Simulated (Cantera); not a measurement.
Cantera with NASA thermochemical tables; ideal gases at 1 bar, condensed phases pure. Values are per mole of reaction as written; species without (g) are pure solids or liquids, kept so even where they would boil at 1 bar.

### Question
Between 300 and 600 K, where is each reaction favourable under standard conditions?
- 8 O2(g) + 4 PH3(g) ⇌ 6 H2O(g) + P4O10

### Answer
- 8 O2(g) + 4 PH3(g) ⇌ 6 H2O(g) + P4O10: ΔG° is -4146 kJ at 300 K and -3816 kJ at 600 K; it stays negative (K > 1). ΔH° is -4463 kJ and ΔS° -1077 J/K at 600 K.
